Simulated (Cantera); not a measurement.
A perfectly stirred reactor is fed with CH4 : H2O = 1 : 3 (molar parts), at 3830 Torr; it is held at 2050 K, and followed from long to short residence time.

Cantera simulation using GRI-Mech 3.0 (53 species, 325 reactions); the numbers are that mechanism's predictions, not measurements.

What does this change do: pressure from 3830 Torr to 75.0 Torr?


```csv
quantity,before,after
x(CH4) at τ = 0.320 s,0.00148,0.00263
x(H2O) at τ = 0.320 s,0.317,0.321
x(CH3) at τ = 0.320 s,4.02e-5,0.000381
x(OH) at τ = 0.320 s,4.83e-5,0.000261
x(CH2O) at τ = 0.320 s,5.01e-7,2.97e-6
x(CH4) at τ = 13.0 ms,0.0134,0.0211
x(H2O) at τ = 13.0 ms,0.362,0.450
x(CH3) at τ = 13.0 ms,0.000381,0.00287
x(OH) at τ = 13.0 ms,5.75e-5,0.000345
x(CH2O) at τ = 13.0 ms,4.20e-6,3.45e-5
```

What does this change do: CH4 1 to 0.16 parts?


```tsv
quantity	before	after
x(CH4) at τ = 0.320 s	0.00148	5.76e-5
x(H2O) at τ = 0.320 s	0.317	0.792
x(CH3) at τ = 0.320 s	4.02e-5	2.76e-6
x(OH) at τ = 0.320 s	4.83e-5	0.000214
x(CH2O) at τ = 0.320 s	5.01e-7	1.63e-7
x(CH4) at τ = 13.0 ms	0.0134	0.00136
x(H2O) at τ = 13.0 ms	0.362	0.797
x(CH3) at τ = 13.0 ms	0.000381	6.38e-5
x(OH) at τ = 13.0 ms	5.75e-5	0.000210
x(CH2O) at τ = 13.0 ms	4.20e-6	3.67e-6
```
